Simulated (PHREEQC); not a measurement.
Solution (17 °C): 11 mmol/kgw NH4Cl and 0.11 mmol/kgw Na2HPO4. Closed to the air; pH follows from the charge balance.

The numbers come from PHREEQC with the ion-association model, phreeqc.dat.

```yaml
pH: 7.19
ionic_strength: 0.0112 mol/kgw
specific_conductance: 1280 µS/cm
total_alkalinity: 0.110 meq/kg
```

```csv
species,molality,activity,log γ
Cl-,0.0110,0.00987,-0.047
NH4+,0.0109,0.00978,-0.049
Na+,0.000220,0.000198,-0.046
HPO4-2,6.15e-5,4.04e-5,-0.182
H2PO4-,4.85e-5,4.37e-5,-0.045
NH3,4.85e-5,4.86e-5,0.001
```

This is a speciation only: nothing precipitates in the calculation. Complexes and solids missing from the database can't appear.
